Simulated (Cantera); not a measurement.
Cantera run:

```python
import numpy as np
import cantera as ct

gas_names = """
    B BH BH2 BH3 BN BO BO2 B2 B2O B2O2 B2O3 B3O3H3 H HBO HBO2 HNO HNO2 HNO3 HO2 H2 H2O H2O2 H3B3O6 N NH
    NH2 NH3 NH2OH NO NO2 NO3 N2 N2H2 N2H4 N2O O OH O2 O3
""".split()
cond_names = """
    B(b) B(L) BN(s) B2O3(L) B3O3H3(cr) H2O(s) H2O(L)
""".split()


def load(file, names, dense=False):
    # The tables refer to 1 bar. Condensed volumes are neglected.
    table = {s.name: s for s in ct.Species.list_from_file(file)}
    out = []
    for n in names:
        d = dict(table[n].input_data)
        d["thermo"] = dict(d["thermo"], **{"reference-pressure": 1e5})
        if dense:
            d["equation-of-state"] = {"model": "constant-volume", "density": "1e6 g/cm^3"}
        out.append(ct.Species.from_dict(d))
    return out


gas = ct.Solution(thermo="ideal-gas", species=load("nasa_gas.yaml", gas_names))
cond = {s.name: ct.Solution(thermo="fixed-stoichiometry", species=[s], name=s.name)
        for s in load("nasa_condensed.yaml", cond_names, dense=True)}
atoms = {
    'B': {'B': 1},
    'H2O': {'H': 2, 'O': 1},
    'N2': {'N': 2},
}
top_T = {'BN(s)': 3200}  # K; cautious upper limits of use, not melting points


def equilibrate(T, P, feed):
    n = {}
    for name, mol in feed.items():
        for a, k in atoms[name].items():
            n[a] = n.get(a, 0.0) + k * mol
    gas.TPX = T, P, n
    mass = sum(n.values()) * gas.mean_molecular_weight
    gas.equilibrate("TP")
    valid = [c for c in cond.values() if c.min_temp <= T <= top_T.get(c.name, c.max_temp)]
    mix = ct.Mixture([(gas, mass / gas.mean_molecular_weight)] + [(c, 0.0) for c in valid])
    mix.T, mix.P = T, P
    mix.equilibrate("TP", solver="vcs", rtol=1e-11, max_steps=5000)
    return mix


results = []
feed = {'B': 1, 'H2O': 6.7, 'N2': 0.42}  # mol
T = 1700  # K
P = 110  # Pa
mix = equilibrate(T, P, feed)
results.append((T, P, feed, dict(zip(mix.species_names, mix.species_moles))))
print(gas.report(threshold=1e-05))
for i in range(1, mix.n_phases):
    print(f"{mix.phase(i).name:16s} {mix.phase_moles(i):12.5e} mol")
```

Output:

```
       temperature   1700 K
          pressure   110 Pa
           density   0.00014615 kg/m^3
  mean mol. weight   18.78 kg/kmol
   phase of matter   gas

                          1 kg             1 kmol
                     ---------------   ---------------
          enthalpy       -8.7042e+06       -1.6347e+08  J
   internal energy       -9.4568e+06        -1.776e+08  J
           entropy             16949         3.183e+05  J/K
    Gibbs function       -3.7517e+07       -7.0458e+08  J
 heat capacity c_p            2589.3             48628  J/K
 heat capacity c_v            2146.6             40314  J/K

                      mass frac. Y      mole frac. X     chem. pot. / RT
                     ---------------   ---------------   ---------------
                BO        1.8924e-05        1.3257e-05           -45.957
               BO2        0.00018426        8.0837e-05           -69.723
              B2O3         0.0058805         0.0015863           -115.68
                 H        0.00010551         0.0019657           -13.709
               HBO        9.7757e-05        6.5999e-05           -59.666
              HBO2           0.29804           0.12774           -83.432
                H2          0.021016           0.19577           -27.418
               H2O           0.59224           0.61739           -51.184
                N2          0.082118           0.05505           -36.117
                OH        0.00029008        0.00032033           -37.475
     [  +29 minor]         1.385e-05        9.5307e-06

B(b)              0.00000e+00 mol
BN(s)             0.00000e+00 mol
B2O3(L)           0.00000e+00 mol
B3O3H3(cr)        0.00000e+00 mol
```

These are equilibrium values from Cantera (NASA tables, ideal gas, pure condensed phases), not measurements of a reactor.
